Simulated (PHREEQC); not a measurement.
Solution (20 °C): 0.019 mol NaAlO2, 0.12 mol Na2CO3 and 0.13 mol NaCl per kg of water. Closed to the air; pH follows from the charge balance.

Equilibrium calculation in PHREEQC: ion-association model, phreeqc.dat.

No solid was allowed to form.

Question: Order these C species by the share of C that they hold, largest first: NaHCO3, HCO3-, NaCO3-, CO3-2.

Answer: NaCO3- (53 %), CO3-2 (45 %), HCO3- (1.7 %), NaHCO3 (0.15 %)

The pH is 11.34 and the ionic strength 0.379 mol/kgw. Examples of supersaturated solids here: Gibbsite (slow to form). Others may be too.
